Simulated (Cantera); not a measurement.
Cantera run, input and output.

```python
import numpy as np
import cantera as ct

gas = ct.Solution("gri30.yaml")
gas.TPX = 1525, 100000, {'C3H8': 1, 'O2': 6.85, 'N2': 25.8, 'CO2': 1.7}
reactor = ct.IdealGasConstPressureReactor(gas, energy="on", clone=False)
net = ct.ReactorNet([reactor])
net.rtol, net.atol = 1e-08, 1e-16
show = ['C3H8', 'O2', 'CO2', 'CO', 'HO2', 'O']
times = np.geomspace(1e-06, 3, 10)

steps = ct.SolutionArray(gas, extra=["t"])
rows = []
print(f"{'t/s':>10s}{'T/K':>9s}{'P/Pa':>11s}" + "".join(f"{s:>11s}" for s in show))
for t in times:
    while net.time < t:
        t_next = net.step()
        steps.append(gas.state, t=t_next)
    rows.append([np.interp(t, steps.t, y) for y in (steps.T, steps.P, *steps(*show).X.T)])
    print(f"{t:10.3e}{rows[-1][0]:9.1f}{rows[-1][1]:11.4g}" + "".join(f"{x:11.3e}" for x in rows[-1][2:]))
rate = np.gradient(steps.T, steps.t)
print("integrator steps:", len(steps.t))
if steps.T.max() > steps.T[0] + 200:
    print(f"time of steepest temperature rise: {steps.t[rate.argmax()]:.4e} s")
gas.TPX = 1525, 100000, {'C3H8': 1, 'O2': 6.85, 'N2': 25.8, 'CO2': 1.7}
gas.equilibrate("HP")
print(f"equilibrium (HP): T = {gas.T:.1f} K  " + "  ".join(f"{s} {gas[s].X[0]:.3e}" for s in show))
```

Result:

```
       t/s      T/K       P/Pa       C3H8         O2        CO2         CO        HO2          O
 1.000e-06   1524.1      1e+05  2.817e-02  1.937e-01  4.808e-02  6.097e-08  1.276e-05  1.305e-06
 5.244e-06   1519.7      1e+05  2.736e-02  1.933e-01  4.804e-02  7.003e-06  1.059e-04  3.834e-06
 2.750e-05   1518.2      1e+05  2.002e-02  1.885e-01  4.769e-02  9.282e-04  1.529e-04  1.306e-05
 1.442e-04   2317.9      1e+05  8.553e-47  6.487e-02  8.110e-02  4.261e-02  5.923e-06  1.397e-02
 7.563e-04   2583.0      1e+05  4.554e-48  5.844e-02  1.000e-01  2.624e-02  6.519e-06  5.825e-03
 3.966e-03   2589.2      1e+05  4.363e-48  5.582e-02  1.013e-01  2.512e-02  6.485e-06  5.274e-03
 2.080e-02   2581.6      1e+05  4.369e-48  5.284e-02  1.016e-01  2.489e-02  6.122e-06  4.946e-03
 1.091e-01   2581.3      1e+05  4.369e-48  5.272e-02  1.016e-01  2.488e-02  6.106e-06  4.933e-03
 5.721e-01   2581.3      1e+05  4.369e-48  5.272e-02  1.016e-01  2.488e-02  6.106e-06  4.933e-03
 3.000e+00   2581.3      1e+05  4.369e-48  5.272e-02  1.016e-01  2.488e-02  6.106e-06  4.933e-03
integrator steps: 1666
time of steepest temperature rise: 6.4765e-05 s
equilibrium (HP): T = 2581.3 K  C3H8 8.398e-48  O2 5.272e-02  CO2 1.016e-01  CO 2.488e-02  HO2 6.106e-06  O 4.933e-03
```

Computed with Cantera and GRI-Mech 3.0 (53 species, 325 reactions). GRI-Mech 3.0 was tuned for natural gas; its chemistry of propane as a main component is partial and can be far from experiment.
